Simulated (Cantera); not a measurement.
A Cantera script and its output.

```python
import numpy as np
import cantera as ct

gas = ct.Solution("gri30.yaml")
gas.TPX = 625, 500000, {'CO': 1, 'H2': 0.41, 'O2': 0.588, 'N2': 2.21, 'H2O': 0.17}
inlet = ct.Reservoir(gas, clone=True)
gas.equilibrate("HP")  # start burning
reactor = ct.IdealGasConstPressureReactor(gas, energy="on", clone=False)
exhaust = ct.Reservoir(gas, clone=True)
tau = [0.19, 0.086, 0.04, 0.018, 0.0085, 0.0039, 0.0018, 0.00084, 0.00039, 0.00018, 8.3e-05, 3.9e-05, 1.8e-05][0]
for a, b in ((inlet, reactor), (reactor, exhaust)):
    ct.MassFlowController(a, b, mdot=lambda t: reactor.mass / tau)
net = ct.ReactorNet([reactor])
show = ['CO', 'H2', 'O2', 'CO2', 'NO2', 'OH']

rows = []
print(f"{'tau/s':>10s}{'T/K':>9s}" + "".join(f"{s:>11s}" for s in show))
for tau in [0.19, 0.086, 0.04, 0.018, 0.0085, 0.0039, 0.0018, 0.00084, 0.00039, 0.00018, 8.3e-05, 3.9e-05, 1.8e-05]:
    net.initial_time = 0.0
    net.advance(30 * tau)
    before = gas.X
    net.advance(40 * tau)
    drift = np.max(np.abs(gas.X - before) / (gas.X + 1e-9))
    rows.append([gas.T, *gas[show].X, drift])
    print(f"{tau:10.3e}{gas.T:9.1f}" + "".join(f"{x:11.3e}" for x in gas[show].X))
```

Result:

```
     tau/s      T/K         CO         H2         O2        CO2        NO2         OH
 1.900e-01   2541.9  6.625e-02  7.589e-03  3.768e-03  1.953e-01  7.105e-07  4.813e-03
 8.600e-02   2541.2  6.632e-02  7.599e-03  3.822e-03  1.952e-01  7.049e-07  4.843e-03
 4.000e-02   2539.8  6.647e-02  7.620e-03  3.933e-03  1.950e-01  6.933e-07  4.904e-03
 1.800e-02   2536.7  6.679e-02  7.668e-03  4.175e-03  1.947e-01  6.683e-07  5.035e-03
 8.500e-03   2530.7  6.742e-02  7.761e-03  4.627e-03  1.939e-01  6.229e-07  5.272e-03
 3.900e-03   2518.2  6.870e-02  7.955e-03  5.493e-03  1.923e-01  5.428e-07  5.705e-03
 1.800e-03   2495.1  7.103e-02  8.323e-03  6.963e-03  1.895e-01  4.313e-07  6.385e-03
 8.400e-04   2456.7  7.479e-02  8.945e-03  9.199e-03  1.849e-01  3.100e-07  7.319e-03
 3.900e-04   2398.3  8.024e-02  9.899e-03  1.234e-02  1.782e-01  2.007e-07  8.461e-03
 1.800e-04   2318.4  8.723e-02  1.120e-02  1.637e-02  1.696e-01  1.209e-07  9.639e-03
 8.300e-05   2217.6  9.537e-02  1.276e-02  2.116e-02  1.593e-01  7.527e-08  1.058e-02
 3.900e-05   2099.3  1.045e-01  1.435e-02  2.662e-02  1.478e-01  5.365e-08  1.099e-02
 1.800e-05   1953.1  1.167e-01  1.572e-02  3.385e-02  1.328e-01  4.099e-08  1.050e-02
```

Model: GRI-Mech 3.0 (53 species, 325 reactions), integrated in Cantera. The hydrogen kinetics of GRI-Mech 3.0 are dated; newer H2 mechanisms differ, most at raised pressure.
